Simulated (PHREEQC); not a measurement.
Solution (15 °C): 1.2 mmol/kgw KHSO4. Closed to the air; pH follows from the charge balance.

Equilibrium calculation in PHREEQC: ion-association model, phreeqc.dat.

This is a speciation only: nothing precipitates in the calculation.

**Question.** Order these S species by the share of S that they hold, largest first: SO4-2, HSO4-, KSO4-.

**Answer.** SO4-2 (93 %), HSO4- (6.5 %), KSO4- (0.51 %)

The pH is 2.98 and the ionic strength 0.00343 mol/kgw.
